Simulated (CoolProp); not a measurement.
Vapour-liquid equilibrium of R22 (1) + benzene (2) at 29.05 °C; x and y are mole fractions of (1).

Values from CoolProp's multi-fluid Helmholtz-energy mixture model, Kamei 1995 and Thol 2012; pair parameters Bell 2016.

```
x     bubble pressure (MPa)  y at the bubble point  dew pressure at overall composition x (MPa)  liquid density (mol/L)
----  ---------------------  ---------------------  -------------------------------------------  ----------------------
0.05                0.08376                    [?]                                      0.01606                   11.27
0.2                  0.2536                  0.945                                      0.01906                     [?]
0.35                 0.4027                  0.969                                      0.02345                   12.20
0.5                  0.5544                  0.981                                      0.03043                   12.67
0.65                 0.7188                    [?]                                      0.04333                   13.11
0.8                     [?]                  0.994                                      0.07513                     [?]
0.95                  1.092                  0.999                                       0.2750                   13.62
```

What belongs in the gaps?


- 0.05, y at the bubble point: 0.821
- 0.2, liquid density (mol/L): 11.73
- 0.65, y at the bubble point: 0.988
- 0.8, bubble pressure (MPa): 0.8980
- 0.8, liquid density (mol/L): 13.46

No azeotrope shows between x = 0.05 and 0.95.

Pair parameters are fitted to limited data, so mixtures are less certain than the pure fluids. The gap from Raoult's law changes sign with composition, which may be real or a fault of the pair parameters; it wasn't checked against measurements.
